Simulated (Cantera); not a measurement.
A jet of 1.38 % CH4, 7.50 % O2, 91.1 % N2 at 300 K and 0.190 bar hits a platinum plate 6.3 cm away at a mass flux of 0.17 kg/m²/s; the plate temperature is set and raised in steps from an oxygen-covered start.

Detailed kinetics in Cantera: Deutschmann's 1995 Pt surface mechanism with GRI-Mech 3.0 gas chemistry. Catalytic surfaces can have several steady states; this one follows from the mechanism file's or the stated starting coverage.

One state of this run: wall x CH4 = 0.00250; wall x O2 = 0.0510; wall x H2O = 0.0209; wall x OH = 6.75e-7; wall x CO = 3.03e-6; wall x CO2 = 0.0138; θ free Pt = 0.463; θ O* = 0.536; θ OH* = 0.00103. x: mole fraction at the wall; θ: surface coverage.

Task: Which value of plate T (K) does it belong to?
A) 1050
B) 1100
C) 950
D) 1000

Result: B, 1100
